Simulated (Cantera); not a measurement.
Source: NASA polynomial tables (part measured, part estimated), evaluated in Cantera. Values are per mole of reaction as written; species without (g) are pure solids or liquids, kept so even where they would boil at 1 bar.

Question: Between 375 and 525 K, where is each reaction favourable under standard conditions?
- 3 Ni + 4 S ⇌ Ni3S4

Answer: 
- 3 Ni + 4 S ⇌ Ni3S4: ΔG° is -289 kJ at 375 K and -280 kJ at 525 K; it stays negative (K > 1). ΔH° is -318 kJ and ΔS° -72 J/K at 525 K.
